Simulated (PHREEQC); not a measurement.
Polishing slurry liquid: an equilibrium model

Consider water at 74 °C with 0.009 mol KOH, 0.2 mol K2SO4 and 3.7e-05 mol CuSO4 per kg of water. It is in equilibrium with CO2 at log p = -1 (atm). Otherwise closed; pH follows from the charge balance.

Computed with PHREEQC (ion-association model, wateq4f.dat).

This is a speciation only: nothing precipitates in the calculation.

Task: What pH does the model give?

Result: pH 6.97.

Task: In which forms is S present?

Result: SO4-2 55 %, KSO4- 45 % of the S.

Saturation is exceeded, for instance for Malachite, Cu(OH)2; the values hold only as long as no solid forms. Complexes and solids missing from the database can't appear. Away from 25 °C the constants follow the database's enthalpies or fits; those with neither stay at their 25 °C values.
